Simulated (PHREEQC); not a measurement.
A solution holds 0.04 mol/kgw Al2(SO4)3 and 0.0033 mol/kgw NH4HF2, at 25 °C and 500 atm. It is in equilibrium with CO2 at log p = -3.4 (atm). Otherwise closed; pH follows from the charge balance.

All values are PHREEQC results (ion-association model, phreeqc.dat), not measurements.

Each row changes one thing in this solution. Precipitation was switched off in this run.

```
case                                                pH  ionic strength (mol/kgw)  AlSO4+ (mol/kgw)  SO4-2 (mol/kgw)  Al(SO4)2- (mol/kgw)  Al+3 (mol/kgw)  SI of Gibbsite (Al(OH)3)
------------------------------------------------  ----  ------------------------  ----------------  ---------------  -------------------  --------------  ------------------------
as made                                           2.79                     0.158            0.0438           0.0338               0.0203         0.00957                     -2.69
NH4HF2 replaced by (CH3)4NF at the same molality  3.80                     0.153            0.0457           0.0327           (withheld)          0.0101                     +0.35
NH4HF2 from 0.0033 to 0.0066 mol/kgw              2.51                     0.170            0.0400           0.0369               0.0198         0.00838                     -3.62
diluted 100-fold with water                       4.13                   0.00386          0.000307         0.000872           (withheld)        0.000374                     +0.49
0.00081 mol/kgw LiOH added                        2.92                     0.158            0.0438       (withheld)               0.0204         0.00953                     -2.33
Al2(SO4)3 from 0.04 to 0.06 mol/kgw               2.83                     0.213            0.0651       (withheld)           (withheld)          0.0136                     -2.50
```

Problem. Complete the blanks.

Solution. 
- NH4HF2 replaced by (CH3)4NF at the same molality, Al(SO4)2- (mol/kgw): 0.0207
- diluted 100-fold with water, Al(SO4)2- (mol/kgw): 8.49e-6
- 0.00081 mol/kgw LiOH added, SO4-2 (mol/kgw): 0.0340
- Al2(SO4)3 from 0.04 to 0.06 mol/kgw, SO4-2 (mol/kgw): 0.0432
- Al2(SO4)3 from 0.04 to 0.06 mol/kgw, Al(SO4)2- (mol/kgw): 0.0349

Species that the database lacks are ignored. Some of these states are supersaturated (in Gibbsite (slow to form), for instance). Under pressure, the constants of complexes without a molar volume in the database are unreliable. Fluoro complexes past AlF4- and FeF3 are missing from the database.
